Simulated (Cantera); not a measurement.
Input: 1 mol SiCl4, 1.2 mol Cl2, 2.1 mol H2, held at 1425 K and 1.00 bar.

These are equilibrium values from Cantera (NASA tables, ideal gas, pure condensed phases), not measurements of a reactor. Candidate condensed phases: Si; 19 gas species. The tables' values for SiCl3 are old estimates; treat these amounts as uncertain. Kinetics and transport are ignored.

Base state: HCl 0.574, SiCl4 0.213, H2 0.195, SiCl3 0.0101, SiHCl3 0.00568, SiCl2 0.00187, SiH2Cl2 2.31e-5 (mole fractions); condensed: gas only.

Task: What changes in the equilibrium state with this change: temperature from 1425 K to 623 K?

Result: 
```csv
species,before,after
HCl,0.574,0.558
SiCl4,0.213,0.233
H2,0.195,0.209
SiCl3,0.0101,<1e-9
SiCl2,0.00187,<1e-9
SiH2Cl2,2.31e-5,<1e-9
SiHCl3,0.00568,4.04e-6
```

Task: What changes in the equilibrium state with this change: pressure from 1.00 bar to 28.0 bar?

Result: 
```tsv
species	before	after
HCl	0.574	0.566
SiCl4	0.213	0.224
H2	0.195	0.202
SiCl3	0.0101	0.00206
SiCl2	0.00187	7.45e-5
SiH2Cl2	2.31e-5	2.66e-5
SiHCl3	0.00568	0.00624
```
